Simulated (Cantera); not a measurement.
# Chlorosilane synthesis and conversion: Si + Cl2 + H2

Feed: 1 mol Si, 1.1 mol Cl2, 8.7 mol H2, at 0.100 bar.

These are equilibrium values from Cantera (NASA tables, ideal gas, pure condensed phases), not measurements of a reactor. Candidate condensed phases: Si; 19 gas species. The tables' values for SiCl3 are old estimates; treat these amounts as uncertain. Rates play no part.

```
T (°C)  log p H2  log p HCl  log p SiCl4  log p SiCl2  log p SiHCl3  n Si(s)
------  --------  ---------  -----------  -----------  ------------  -------
227        -1.03      -6.52        -2.36       -12.65         -2.67    0.399
327        -1.03      -5.26        -2.36        -9.84         -2.69    0.401
427        -1.03      -4.36        -2.35        -7.84         -2.71    0.403
527        -1.03      -3.70        -2.35        -6.35         -2.73    0.408
627        -1.03      -3.18        -2.36        -5.20         -2.75    0.420
727        -1.03      -2.78        -2.38        -4.29         -2.79    0.443
827        -1.04      -2.46        -2.44        -3.58         -2.85    0.475
927        -1.05      -2.23        -2.58        -3.03         -2.97    0.505
1027       -1.06      -2.07        -2.85        -2.64         -3.19    0.511
1127       -1.07      -1.99        -3.30        -2.43         -3.54    0.495
```
log p: log10 of the partial pressure in bar; n: condensed amount in mol.

From 227 °C to 1127 °C the condensed part is Si(s). The main Si-bearing gas is SiCl4 at 227 °C and SiCl2 at 1127 °C. The share of Si in condensed phases is highest at 1027 °C (51.1 %) and lowest at 227 °C (39.9 %).
